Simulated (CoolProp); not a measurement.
A single-stage vapour-compression cycle with hydrogen sulfide: evaporating at 218.15 K (dew point), condensing at 277.15 K (bubble point), superheat 8 K, subcooling 8 K, compressor efficiency 0.65, no pressure losses. Each further row changes one setting.

Computed with CoolProp (reference Helmholtz-energy equation of state, Lemmon 2006). It is a short technical equation, of lower accuracy than the large ones.

```csv
case,cooling COP,pressure ratio,discharge temperature (K),refrigerating effect (kJ/kg),volumetric capacity (kJ/m³)
as stated,1.88,8.81,462.0,445,1090
evaporating temperature 223.15 K,2.15,(withheld),(withheld),449,1360
condensing temperature 272.15 K,(withheld),7.62,(withheld),455,1110
subcooling 13 K,(withheld),8.81,462.0,455,1110
superheat 18 K,1.83,8.81,(withheld),455,1060
compressor efficiency 0.55,1.59,8.81,(withheld),445,1090
```

Task: What belongs in the gaps?

Result: 
- evaporating temperature 223.15 K, pressure ratio: 6.97
- evaporating temperature 223.15 K, discharge temperature (K): 439.9
- condensing temperature 272.15 K, cooling COP: 2.10
- condensing temperature 272.15 K, discharge temperature (K): 442.9
- subcooling 13 K, cooling COP: 1.92
- superheat 18 K, discharge temperature (K): 481.4
- compressor efficiency 0.55, discharge temperature (K): 500.7
